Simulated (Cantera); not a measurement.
Input (Python, Cantera):

```python
import numpy as np
import cantera as ct

gas = ct.Solution("gri30.yaml")
gas.TPX = 775, 100000, {'CH4': 1, 'CO': 0.38, 'O2': 1.56, 'N2': 9.23, 'H2O': 0.8}
inlet = ct.Reservoir(gas, clone=True)
gas.equilibrate("HP")  # start burning
reactor = ct.IdealGasConstPressureReactor(gas, energy="on", clone=False)
exhaust = ct.Reservoir(gas, clone=True)
tau = [0.28, 0.12, 0.049, 0.021, 0.0088, 0.0037, 0.0016, 0.00067, 0.00028, 0.00012, 5.1e-05, 2.1e-05, 9e-06][0]
for a, b in ((inlet, reactor), (reactor, exhaust)):
    ct.MassFlowController(a, b, mdot=lambda t: reactor.mass / tau)
net = ct.ReactorNet([reactor])
show = ['CH4', 'CO', 'O2', 'HO2', 'H']

rows = []
print(f"{'tau/s':>10s}{'T/K':>9s}" + "".join(f"{s:>11s}" for s in show))
for tau in [0.28, 0.12, 0.049, 0.021, 0.0088, 0.0037, 0.0016, 0.00067, 0.00028, 0.00012, 5.1e-05, 2.1e-05, 9e-06]:
    net.initial_time = 0.0
    net.advance(30 * tau)
    before = gas.X
    net.advance(40 * tau)
    drift = np.max(np.abs(gas.X - before) / (gas.X + 1e-9))
    rows.append([gas.T, *gas[show].X, drift])
    print(f"{tau:10.3e}{gas.T:9.1f}" + "".join(f"{x:11.3e}" for x in gas[show].X))
```

Result:

```
     tau/s      T/K        CH4         CO         O2        HO2          H
 2.800e-01   1921.2  1.352e-04  5.261e-02  7.714e-05  1.410e-08  4.529e-04
 1.200e-01   1919.6  1.885e-04  5.257e-02  1.427e-04  2.937e-08  5.685e-04
 4.900e-02   1916.5  2.375e-04  5.258e-02  2.592e-04  6.252e-08  7.667e-04
 2.100e-02   1911.7  2.746e-04  5.270e-02  4.380e-04  1.246e-07  1.063e-03
 8.800e-03   1904.1  3.296e-04  5.297e-02  7.525e-04  2.505e-07  1.481e-03
 3.700e-03   1892.4  4.496e-04  5.356e-02  1.351e-03  5.159e-07  1.952e-03
 1.600e-03   1873.8  7.089e-04  5.482e-02  2.553e-03  1.125e-06  2.352e-03
 6.700e-04   1832.6  1.468e-03  5.812e-02  5.821e-03  3.235e-06  2.397e-03
 2.800e-04    775.0  7.710e-02  2.930e-02  1.203e-01  5.160e-13  1.216e-15
 1.200e-04    775.0  7.710e-02  2.930e-02  1.203e-01  2.185e-13  1.132e-15
 5.100e-05    775.0  7.710e-02  2.930e-02  1.203e-01  9.047e-14  9.757e-16
 2.100e-05    775.0  7.710e-02  2.930e-02  1.203e-01  3.550e-14  7.078e-16
 9.000e-06    775.0  7.710e-02  2.930e-02  1.203e-01  1.433e-14  3.949e-16
```

Cantera simulation using GRI-Mech 3.0 (53 species, 325 reactions); the numbers are that mechanism's predictions, not measurements.
